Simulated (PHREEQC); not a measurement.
Dissolve 0.00097 mol/kgw H2SO4, 0.0012 mol/kgw LiCl and 0.00022 mol/kgw MnSO4 at 25 °C. Closed to the air; pH follows from the charge balance.

Equilibrium calculation in PHREEQC: ion-association model, wateq4f.dat.

Precipitation was switched off in this run.

Question: What pH, ionic strength does the model give?

Answer: pH 2.77; ionic strength 0.00463 mol/kgw.

Question: In which forms is S present?

Answer: SO4-2 86 %, HSO4- 11 %, MnSO4 1.7 % of the S.
